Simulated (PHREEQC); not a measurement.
# Buffer (model solution)

Solution (25 °C): 0.43 mol/kgw HF and 0.32 mol/kgw NH3. Closed to the air; pH follows from the charge balance.

All values are PHREEQC results (ion-association model, wateq4f.dat), not measurements.

This is a speciation only: nothing precipitates in the calculation.

Problem. What pH, activity of water does the model give?

Solution. pH 3.73; activity of water 0.988.

Problem. In which forms is F present?

Solution. F- 63 %, HF2- 24 %, HF 11 %, H2F2 2.8 % of the F.
